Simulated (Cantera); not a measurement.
Standard-state values (1 bar) from the NASA 1993 polynomials, evaluated with Cantera. Values are per mole of reaction as written; species without (g) are pure solids or liquids, kept so even where they would boil at 1 bar.

Q: Between 1373 and 1573 K, where is each reaction favourable under standard conditions?
- Cl₂(g) + 2 CsOH = 2 OH(g) + 2 CsCl

A: 
- Cl₂(g) + 2 CsOH = 2 OH(g) + 2 CsCl: ΔG° is -146 kJ at 1373 K and -173 kJ at 1573 K; it stays negative (K > 1). ΔH° is 43 kJ and ΔS° 137 J/K at 1573 K.
